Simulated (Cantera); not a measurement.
Input: 1 mol Cr, 28 mol H₂O, 0.75 mol N₂, equilibrated at 902 °C and 0.0210 Torr.

Equilibrium computed with Cantera from the NASA thermochemical tables; the gas is ideal and each condensed phase is pure. Candidate condensed phases: Cr, CrN, Cr₂N, Cr₂O₃, H₂O; 29 gas species. Rates play no part.

Base state: H₂O 0.922, H₂ 0.0522, N₂ 0.0261 (mole fractions); condensed: Cr₂O₃(s).

### Question
What changes in the equilibrium state with this change: Cr replaced by V?

### Answer
```
species        before   after
-------------  ------  ------
H₂O             0.922   0.922
H₂             0.0522  0.0522
N₂             0.0261  0.0261
Cr₂O₃(s), mol   0.500       0
V₂O₃(s), mol        0   0.500
```
Condensed phases not in the tables: the oxides between V₂O₃ and V₂O₅ other than VO₂. Further candidate phases: V, VN, VO, V₂O₃, V₂O₄, V₂O₅.
